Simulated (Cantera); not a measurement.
A closed system holds: 1 mol Ta(OEt)5, 0.11 mol H2O, 12 mol H2, held at 0.133 bar.

Equilibrium computed with Cantera from the NASA thermochemical tables; the gas is ideal and each condensed phase is pure. Candidate condensed phases: C, C6H6, C7H8, C8H18, H2O, Ta, TaC, Ta2O5; 113 gas species. The feed counts by its element totals alone. TaC: taken at fixed stoichiometry. Condensed phases not in the tables: Ta2C. Kinetics and transport are ignored. All values below are at 952 °C.

Base state: H2 0.827, CO 0.172, CH4 0.00120, H2O 0.000372, CO2 5.27e-5 (mole fractions); condensed: C(graphite) + TaC(s).

Q: What changes in the equilibrium state with this change: Ta(OEt)5 replaced by Nb?

A: 
```json
[
 {"species": "H2", "before": "0.827", "after": "1.000"},
 {"species": "H2O", "before": "0.000372", "after": "3.15e-6"},
 {"species": "CO", "before": "0.172", "after": "0"},
 {"species": "CH4", "before": "0.00120", "after": "0"},
 {"species": "CO2", "before": "5.27e-5", "after": "0"},
 {"species": "C(graphite), mol", "before": "3.87", "after": "0"},
 {"species": "TaC(s), mol", "before": "1.00", "after": "0"},
 {"species": "Nb(s), mol", "before": "0", "after": "0.890"},
 {"species": "NbO(s), mol", "before": "0", "after": "0.110"}
]
```
Mutual solubility and eutectic melting of coexisting phases are not modelled. NbO: taken at fixed stoichiometry. Condensed phases not in the tables: N, O or C dissolved in the metal. Further candidate phases: Nb, NbO, NbO2, Nb2O5.
